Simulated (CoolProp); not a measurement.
Vapour-liquid equilibrium of methanol (1) + ethylbenzene (2) at 71.35 °C; x and y are mole fractions of (1).

Model: multi-fluid Helmholtz-energy mixture model, de Reuck 1993 and Zhou 2012; pair parameters Bell 2016, in CoolProp.

```json
[
 {"x": "0.05", "bubble pressure (kPa)": "48.44", "y at the bubble point": "0.757", "dew pressure at overall composition x (kPa)": "12.61", "liquid density (mol/L)": "8.009"},
 {"x": "0.2", "bubble pressure (kPa)": "99.20", "y at the bubble point": "0.887", "dew pressure at overall composition x (kPa)": "15.03", "liquid density (mol/L)": "8.951"},
 {"x": "0.35", "bubble pressure (kPa)": "112.2", "y at the bubble point": "0.903", "dew pressure at overall composition x (kPa)": "18.44", "liquid density (mol/L)": "10.14"},
 {"x": "0.5", "bubble pressure (kPa)": "115.0", "y at the bubble point": "0.907", "dew pressure at overall composition x (kPa)": "23.87", "liquid density (mol/L)": "11.70"},
 {"x": "0.65", "bubble pressure (kPa)": "117.1", "y at the bubble point": "0.911", "dew pressure at overall composition x (kPa)": "33.90", "liquid density (mol/L)": "13.80"},
 {"x": "0.8", "bubble pressure (kPa)": "121.8", "y at the bubble point": "0.927", "dew pressure at overall composition x (kPa)": "58.39", "liquid density (mol/L)": "16.77"},
 {"x": "0.95", "bubble pressure (kPa)": "129.3", "y at the bubble point": "0.972", "dew pressure at overall composition x (kPa)": "126.3", "liquid density (mol/L)": "21.18"}
]
```

No azeotrope shows between x = 0.05 and 0.95.

The pair parameters rest on a limited set of measurements; away from them the model extrapolates. With so large a gap from Raoult's law the liquid may split in two, which this calculation doesn't test in full.
